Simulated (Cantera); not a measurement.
Input (Python, Cantera):

```python
import numpy as np
import cantera as ct

gas = ct.Solution("h2o2.yaml")
gas.TPX = 723, 180000, {'H2': 1, 'O2': 0.2, 'N2': 0.752}
flame = ct.FreeFlame(gas, width=0.027)
flame.set_refine_criteria(ratio=3, slope=0.08, curve=0.16)
flame.transport_model = "mixture-averaged"
flame.solve(loglevel=0, auto=True)
z, T = flame.grid, flame.T
thick = (T[-1] - T[0]) / np.gradient(T, z).max()
show = ['H2', 'O2', 'H2O', 'HO2', 'H', 'OH']
print(f"laminar burning velocity  {flame.velocity[0] * 100:.3f} cm/s")
print(f"burnt temperature         {T[-1]:.1f} K")
print(f"thermal thickness         {thick * 1e3:.4f} mm")
print(f"grid points               {len(z)}")
z0 = z[flame.heat_release_rate.argmax()]
print(f"{'z/mm':>9s}{'T/K':>9s}{'u/(m/s)':>9s}" + "".join(f"{s:>11s}" for s in show))
rows = []
for k in (-3, -2, -1.5, -1, -0.5, -0.25, 0, 0.25, 0.5, 1, 2, 4, 8):
    zz = z0 + k * thick
    rows.append([k * thick, np.interp(zz, z, T), np.interp(zz, z, flame.velocity),
                 *(np.interp(zz, z, flame.X[gas.species_index(s)]) for s in show)])
    print(f"{rows[-1][0] * 1e3:9.3f}{rows[-1][1]:9.1f}{rows[-1][2]:9.3f}" + "".join(f"{x:11.3e}" for x in rows[-1][3:]))
```

Output:

```
laminar burning velocity  1252.121 cm/s
burnt temperature         2242.6 K
thermal thickness         0.2401 mm
grid points               132
     z/mm      T/K  u/(m/s)         H2         O2        H2O        HO2          H         OH
   -0.720    723.0   12.521  5.123e-01  1.025e-01  1.025e-12  3.026e-11  5.050e-14  1.535e-16
   -0.480    723.0   12.521  5.123e-01  1.025e-01  1.160e-10  1.495e-09  5.338e-11  1.448e-13
   -0.360    723.0   12.521  5.123e-01  1.025e-01  3.328e-09  4.143e-08  3.969e-09  9.715e-12
   -0.240    723.1   12.522  5.123e-01  1.025e-01  5.820e-07  3.460e-06  9.223e-07  4.248e-09
   -0.120    748.2   12.900  5.085e-01  1.021e-01  1.355e-03  2.597e-04  5.960e-04  6.796e-05
   -0.060    926.4   15.667  4.805e-01  9.637e-02  1.839e-02  1.934e-04  9.097e-03  4.976e-04
    0.000   1285.1   21.184  3.922e-01  6.257e-02  9.110e-02  9.238e-05  4.594e-02  1.885e-03
    0.060   1548.5   25.323  3.113e-01  1.720e-02  1.794e-01  2.502e-05  7.928e-02  3.049e-03
    0.120   1663.8   27.074  2.918e-01  3.255e-03  2.079e-01  4.563e-06  8.296e-02  3.114e-03
    0.240   1771.4   28.621  2.953e-01  3.432e-04  2.152e-01  4.962e-07  7.238e-02  3.255e-03
    0.480   1880.6   30.137  3.051e-01  1.440e-04  2.176e-01  2.292e-07  5.713e-02  3.203e-03
    0.960   1986.6   31.574  3.152e-01  8.443e-05  2.201e-01  1.436e-07  4.176e-02  2.833e-03
    1.921   2076.2   32.761  3.237e-01  4.241e-05  2.226e-01  7.971e-08  2.847e-02  2.233e-03
```

Cantera simulation using the H2/O2 subset of GRI-Mech 3.0, which has no nitrogen chemistry; the numbers are that mechanism's predictions, not measurements. Burning velocities carry a grid error of a few per cent, more on coarse grids.
